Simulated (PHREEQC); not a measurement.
0.17 g of hydrous ferric oxide (600 m²/g; 0.2 weak and 0.005 strong sites per Fe, Dzombak-Morel constants, diffuse double layer) in 1 kg of water with 0.005 mol/kgw of an inert sodium salt, at 25 °C; the pH is set by adding NaOH or the inert anion's acid. O2 is buffered at 0.21 atm. No CO2 enters from the air. Precipitation was switched off in this run.

Base run: PHREEQC, ion-association model, wateq4f.dat. Each further column changes one thing. The table gives surface charge σ (C/m²).

```
pH      base  background salt from 0.005 to 0.0005 mol/kgw  oxide from 0.17 to 0.85 g/kgw
----  ------  --------------------------------------------  -----------------------------
3      0.303                                         0.241                          0.307
3.75   0.212                                         0.124                          0.216
4.5    0.131                                         0.062                          0.134
4.88   0.099                                         0.044                          0.101
5.62   0.054                                         0.021                          0.054
6.38   0.026                                         0.009                          0.026
7.12   0.011                                         0.004                          0.011
7.5    0.006                                         0.002                          0.006
8.25  -0.001                                         0.000                         -0.001
9     -0.009                                        -0.003                         -0.009
```

The oxide is taken as insoluble; below pH 4 it would dissolve.
